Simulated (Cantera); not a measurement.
Charge: 1 mol B, 0.017 mol H2O, 0.22 mol H2, held at 1398.15 K and 1 atm.

These are equilibrium values from Cantera (NASA tables, ideal gas, pure condensed phases), not measurements of a reactor. Candidate condensed phases: B, B2O3, B3O3H3, H2O; 23 gas species. Mutual solubility and eutectic melting of coexisting phases are not modelled. The numbers say what is thermodynamically allowed, not how fast it happens.

### Question
What is the equilibrium state?

### Answer
```
Quantity                                    Value
------------------------------------  -----------
x(H2)                                       0.992
x(B3O3H3)                                 0.00693
x(HBO)                                    0.00108
x(HBO2)                                   2.11e-5
x(B2O2)                                   1.18e-5
x(H2O)                                    5.37e-6
x(H)                                      4.69e-6
x(BH3)                                    3.61e-6
x(BH2)                                    3.16e-6
n(B(s))                                 0.987 mol
n(B2O3(l))                            0.00394 mol
gas amount                             0.2363 mol
log10 activity of B3O3H3(s) (absent)        -6.10
```
